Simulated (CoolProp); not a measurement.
Properties of sulfur hexafluoride along the isobar 5.5 MPa.

The numbers come from the reference Helmholtz-energy equation of state, Guder 2009 in CoolProp.

| T (°C) | phase | density (kg/m³) | isothermal compressibility (1/MPa) | expansivity (1/kK) | viscosity (µPa s) | conductivity (mW/(m K)) |
|---|---|---|---|---|---|---|
| -39.95 | liquid | 1826 | 0.002860 | 2.591 | 387 | 77.0 |
| -16.75 | liquid | 1709 | 0.004549 | 3.136 | 274 | 70.8 |
| 6.45 | liquid | 1574 | 0.008174 | 4.112 | 191 | 64.1 |
| 29.65 | liquid | 1399 | 0.01898 | 6.394 | 131 | 56.5 |
| 52.85 | supercritical | 1108 | 0.09923 | 17.46 | 77.0 | 46.8 |
| 76.05 | supercritical | 542.6 | 0.4023 | 22.67 | 31.1 | 31.2 |
| 99.35 | supercritical | 388.0 | 0.2786 | 9.779 | 26.3 | 26.9 |
| 122.55 | supercritical | 323.2 | 0.2393 | 6.482 | 25.5 | 26.6 |
| 145.75 | supercritical | 283.5 | 0.2202 | 4.969 | 25.5 | 27.5 |

Viscosity comes from a separate model (Quiñones-Cisneros 2012). Thermal conductivity comes from a separate model (Assael 2012).
